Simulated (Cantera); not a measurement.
A Cantera script and what it prints.

```python
import numpy as np
import cantera as ct

gas_names = """
    Electron H H+ H- HO2 H2 H2+ H2- H2O H2O+ H2O2 H2S H2SO4 H3O+ O O+ O- OH OH+ OH- O2 O2+ O2- O3 S S+
    S- SH SO SO2 SO3 S2 S2O S8
""".split()
cond_names = """
    H2O(s) H2O(L) H2SO4(L) S(cr1) S(cr2) S(L)
""".split()


# ... load() reads the species with a 1 bar reference pressure and builds the phases ...
atoms = {
    'SO2': {'S': 1, 'O': 2},
    'H2O': {'H': 2, 'O': 1},
    'O2': {'O': 2},
}
top_T = {}  # K; cautious upper limits of use, not melting points


# ... equilibrate(T, P, feed) seeds the gas with the atoms and calls Mixture.equilibrate('TP', solver="vcs", rtol=1e-11, max_steps=5000) ...
results = []
feed = {'SO2': 1, 'H2O': 1.2, 'O2': 0.29}  # mol
P = 13332.2  # Pa
for T in [3000, 3500, 4000, 4500, 5000]:
    mix = equilibrate(T, P, feed)
    results.append((T, P, feed, dict(zip(mix.species_names, mix.species_moles))))
    x = sorted(zip(gas.X, gas.species_names), reverse=True)
    print(f"T = {T:g} K  P = {P:g} Pa  gas = {mix.phase_moles(0):.4g} mol")
    print("   x: " + "  ".join(f"{s} {v:.3e}" for v, s in x if v > 1e-05))
    print("   condensed (mol): " + ("  ".join(f"{mix.phase(i).name} {mix.phase_moles(i):.4g}"
          for i in range(1, mix.n_phases) if mix.phase_moles(i) > 1e-12) or "none"))
```

It prints:

```
T = 3000 K  P = 13332.2 Pa  gas = 3.337 mol
   x: SO2 1.943e-01  H2O 1.865e-01  O2 1.244e-01  H 1.102e-01  O 1.094e-01  OH 1.051e-01  SO 9.425e-02  H2 6.490e-02  S 9.553e-03  SH 1.092e-03  S2 1.901e-04  H2S 3.153e-05  HO2 2.367e-05  SO3 2.232e-05  S2O 1.780e-05
   condensed (mol): none
T = 3500 K  P = 13332.2 Pa  gas = 5.352 mol
   x: O 3.482e-01  H 2.867e-01  SO 9.385e-02  O2 6.649e-02  OH 6.549e-02  S 6.427e-02  H2 3.142e-02  SO2 2.508e-02  H2O 1.559e-02  SH 2.202e-03  S2 6.985e-04  H2S 1.745e-05  S2O 1.623e-05
   condensed (mol): none
T = 4000 K  P = 13332.2 Pa  gas = 6.751 mol
   x: O 4.893e-01  H 3.275e-01  S 1.209e-01  SO 2.473e-02  OH 1.497e-02  O2 1.441e-02  H2 5.628e-03  SH 9.251e-04  SO2 8.374e-04  H2O 4.400e-04  S2 3.738e-04
   condensed (mol): none
T = 4500 K  P = 13332.2 Pa  gas = 7.088 mol
   x: O 5.190e-01  H 3.323e-01  S 1.356e-01  SO 4.878e-03  OH 3.515e-03  O2 2.903e-03  H2 1.231e-03  SH 2.935e-04  S2 1.078e-04  S+ 3.278e-05  Electron 3.268e-05  SO2 2.685e-05  H2O 1.859e-05
   condensed (mol): none
T = 5000 K  P = 13332.2 Pa  gas = 7.156 mol
   x: O 5.245e-01  H 3.335e-01  S 1.382e-01  SO 1.189e-03  OH 1.050e-03  O2 7.478e-04  H2 3.585e-04  Electron 1.432e-04  S+ 1.431e-04  SH 1.073e-04  S2 3.429e-05
   condensed (mol): none
```

These are equilibrium values from Cantera (NASA tables, ideal gas, pure condensed phases), not measurements of a reactor.
